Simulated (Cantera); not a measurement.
Input (Python, Cantera) and output of one run.

```python
import numpy as np
import cantera as ct

gas_names = """
    H HO2 H2 H2O H2O2 O OH O2 O3 V VO VO2
""".split()
cond_names = """
    H2O(s) H2O(L) V(cr) V(L) VO(s) VO(L) V2O3(s) V2O3(L) V2O4(I) V2O4(II) V2O4(L) V2O5(s) V2O5(L)
""".split()


def load(file, names, dense=False):
    # The tables refer to 1 bar. Condensed volumes are neglected.
    table = {s.name: s for s in ct.Species.list_from_file(file)}
    out = []
    for n in names:
        d = dict(table[n].input_data)
        d["thermo"] = dict(d["thermo"], **{"reference-pressure": 1e5})
        if dense:
            d["equation-of-state"] = {"model": "constant-volume", "density": "1e6 g/cm^3"}
        out.append(ct.Species.from_dict(d))
    return out


gas = ct.Solution(thermo="ideal-gas", species=load("nasa_gas.yaml", gas_names))
cond = {s.name: ct.Solution(thermo="fixed-stoichiometry", species=[s], name=s.name)
        for s in load("nasa_condensed.yaml", cond_names, dense=True)}
atoms = {
    'V2O3': {'V': 2, 'O': 3},
    'H2': {'H': 2},
    'H2O': {'H': 2, 'O': 1},
}
top_T = {}  # K; cautious upper limits of use, not melting points


def equilibrate(T, P, feed):
    n = {}
    for name, mol in feed.items():
        for a, k in atoms[name].items():
            n[a] = n.get(a, 0.0) + k * mol
    gas.TPX = T, P, n
    mass = sum(n.values()) * gas.mean_molecular_weight
    gas.equilibrate("TP")
    valid = [c for c in cond.values() if c.min_temp <= T <= top_T.get(c.name, c.max_temp)]
    mix = ct.Mixture([(gas, mass / gas.mean_molecular_weight)] + [(c, 0.0) for c in valid])
    mix.T, mix.P = T, P
    mix.equilibrate("TP", solver="vcs", rtol=1e-11, max_steps=5000)
    return mix


results = []
T = 2198  # K
P = 13332.2  # Pa
for m in [2.1, 6.3, 19, 57, 170, 520, 1600]:
    feed = {'V2O3': 1, 'H2': m, 'H2O': 4.5}  # mol
    mix = equilibrate(T, P, feed)
    results.append((T, P, feed, dict(zip(mix.species_names, mix.species_moles))))

top = {s: max(r[3][s] / sum(r[3][g] for g in gas_names) for r in results) for s in gas_names}
cols = sorted((s for s in top if top[s] > 1e-06), key=lambda s: -top[s])[:8]
seen = [c for c in cond_names if any(r[3].get(c, 0) > 1e-12 for r in results)]
print("log10 of partial pressures in bar; condensed amounts in mol")
print(f"{'n(H2)':>10s}" + "".join(f"{s[:9]:>10s}" for s in cols + seen))
for T, P, feed, n in results:
    ng = sum(n[g] for g in gas_names)
    print(f"{feed['H2']:10.4g}" + "".join(f"{np.log10(max(n[s] / ng * P / 1e5, 1e-99)):10.3f}" for s in cols)
          + "".join(f"{n.get(c, 0):10.4g}" for c in seen))
```

Output:

```
log10 of partial pressures in bar; condensed amounts in mol
     n(H2)        H2       H2O         H       VO2        OH        VO         V         O     VO(L)   V2O3(s)
       2.1    -1.376    -1.053    -2.942    -2.878    -3.476    -5.317    -8.691    -5.198         0    0.9666
       6.3    -1.116    -1.265    -2.812    -3.114    -3.818    -5.081    -7.983    -5.670         0    0.9682
        19    -0.975    -1.602    -2.742    -3.354    -4.226    -4.842    -7.265    -6.149         0    0.9593
        57    -0.915    -2.021    -2.712    -3.593    -4.674    -4.603    -6.548    -6.628         0    0.9347
       170    -0.896    -2.392    -2.702    -3.975    -5.055    -4.594    -6.148    -7.018     1.826         0
       520    -0.886    -2.869    -2.697    -4.461    -5.537    -4.594    -5.662    -7.504     1.753         0
      1600    -0.883    -3.349    -2.696    -4.944    -6.018    -4.594    -5.179    -7.987     1.472         0
```

These are equilibrium values from Cantera (NASA tables, ideal gas, pure condensed phases), not measurements of a reactor. VO: taken at fixed stoichiometry. Condensed phases not in the tables: the oxides between V2O3 and V2O5 other than VO2.
